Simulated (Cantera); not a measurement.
# NO annealing gas

A perfectly stirred reactor is fed with 71.9 % NO, 28.1 % N2, at 0.0405 atm; it is held at 2200 K, and followed from long to short residence time.

Cantera simulation using GRI-Mech 3.0 (53 species, 325 reactions); the numbers are that mechanism's predictions, not measurements. Radical loss at walls, strong at low pressure, is not modelled.

```csv
τ (s),x NO,x O,x O2,x N2,x NO2,x N2O
25,0.0364,0.00778,0.336,0.620,1.19e-5,3.94e-7
5.6,0.0847,0.00750,0.312,0.596,2.66e-5,1.73e-6
1.3,0.222,0.00668,0.244,0.527,6.14e-5,1.21e-5
0.28,0.511,0.00455,0.101,0.383,8.99e-5,7.64e-5
0.064,0.678,0.00248,0.0190,0.300,5.52e-5,0.000164
0.014,0.713,0.00129,0.00233,0.283,2.86e-5,0.000187
0.0032,0.718,0.000404,0.000152,0.281,9.73e-6,0.000137
0.00072,0.719,7.76e-5,6.13e-6,0.281,1.47e-6,5.33e-5
```
x: mole fraction; the columns are a selection and need not sum to one.
